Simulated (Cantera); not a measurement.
## Gas activation for diamond growth

A perfectly stirred reactor is fed with 0.197 % CH₄, 98.4 % H₂, 1.38 % O₂, at 24000 Pa; it is held at 2898 K, and followed from long to short residence time.

Model: GRI-Mech 3.0 (53 species, 325 reactions), integrated in Cantera.

| τ (s) | x CH₄ | x H₂ | x O₂ | x CO₂ | x H₂O₂ | x HO₂ | x C₂H₄ |
|---|---|---|---|---|---|---|---|
| 0.36 | 6.32e-9 | 0.770 | 3.14e-6 | 6.79e-6 | 2.70e-10 | 2.70e-9 | <1e-12 |
| 0.12 | 1.96e-8 | 0.771 | 3.14e-6 | 6.79e-6 | 2.69e-10 | 2.69e-9 | <1e-12 |
| 0.040 | 6.44e-8 | 0.776 | 3.15e-6 | 6.80e-6 | 2.64e-10 | 2.66e-9 | <1e-12 |
| 0.014 | 2.36e-7 | 0.787 | 3.26e-6 | 6.83e-6 | 2.54e-10 | 2.64e-9 | 1.69e-12 |
| 0.0046 | 1.44e-6 | 0.817 | 4.41e-6 | 6.89e-6 | 2.47e-10 | 2.94e-9 | 4.82e-11 |
| 0.0015 | 1.75e-5 | 0.866 | 1.32e-5 | 6.79e-6 | 4.96e-10 | 7.71e-9 | 3.67e-9 |
| 0.00051 | 0.000141 | 0.903 | 5.69e-5 | 5.36e-6 | 2.75e-9 | 4.18e-8 | 1.10e-7 |
| 0.00017 | 0.000459 | 0.922 | 0.000234 | 2.88e-6 | 1.48e-8 | 2.10e-7 | 5.77e-7 |
x: mole fraction; the columns are a selection and need not sum to one.
